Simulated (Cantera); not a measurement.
A closed system holds: 1 mol SiC, 0.56 mol CO2, 3.3 mol H2, 0.0035 mol O2, at 10.0 mbar.

Cantera equilibrium calculation (NASA polynomials, part measured and part estimated; ideal gas, pure solids and liquids). Candidate condensed phases: C, C6H6, C7H8, C8H18, H2O, Si, SiC, SiO2; 123 gas species. Mutual solubility and eutectic melting of coexisting phases are not modelled. The tables hold silica as quartz up to 1696 K and as liquid above; real silica turns to tridymite and cristobalite and melts near 1996 K. Gases not in the tables: Si2H6 and higher silanes. Rates play no part.

Task: What share of the Si ends up in condensed phases as a function of T (°C), at 1050, 1150, 1250, 1350, 1450, 1550, 1650, 1750, 1850, 1950?

Result: 
| T (°C) | Si condensed (%) | as |
|---|---|---|
| 1050 | 100.0 | SiC(s) + SiO2(β-quartz) |
| 1150 | 99.5 | SiC(s) + SiO2(β-quartz) |
| 1250 | 92.5 | SiC(s) + SiO2(β-quartz) |
| 1350 | 71.7 | SiC(s) |
| 1450 | 71.6 | SiC(s) |
| 1550 | 71.6 | SiC(s) |
| 1650 | 71.5 | SiC(s) |
| 1750 | 71.1 | SiC(s) |
| 1850 | 69.7 | SiC(s) |
| 1950 | 65.1 | SiC(s) |
